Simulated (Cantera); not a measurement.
An adiabatic, constant-pressure homogeneous reactor starts with CH4 : O2 : N2 : CO2 = 1 : 2.53 : 9.52 : 0.45 (molar parts), at 1800 K and 1.18 atm. Integrator tolerance rtol = 1e-08.

Detailed kinetics in Cantera: GRI-Mech 3.0 (53 species, 325 reactions).

```csv
quantity,before,after
time of steepest temperature rise,97.6 µs,95.6 µs
temperature at 8.00 s,2735 K,2352 K
equilibrium temperature,2735 K,2352 K
x(CH4) at 8.00 s,<1e-12 (gas-phase equilibrium <1e-12),<1e-12 (gas-phase equilibrium <1e-12)
x(O2) at 8.00 s,0.0447 (gas-phase equilibrium 0.0447),0.126 (gas-phase equilibrium 0.126)
x(CO2) at 8.00 s,0.0692 (gas-phase equilibrium 0.0692),0.0630 (gas-phase equilibrium 0.0630)
x(C2H2) at 8.00 s,<1e-12 (gas-phase equilibrium <1e-12),<1e-12 (gas-phase equilibrium <1e-12)
x(HO2) at 8.00 s,9.01e-6 (gas-phase equilibrium 9.01e-6),5.18e-6 (gas-phase equilibrium 5.18e-6)
x(H2) at 8.00 s,0.00886 (gas-phase equilibrium 0.00886),0.000419 (gas-phase equilibrium 0.000419)
```

Task: Name the change that produced these shifts.
A. initial temperature 1800 to 1225 K
B. pressure from 1.18 atm to 0.987 atm
C. CH4 1 to 0.4 parts
D. initial temperature 1800 to 1523 K

Result: C, CH4 1 to 0.4 parts
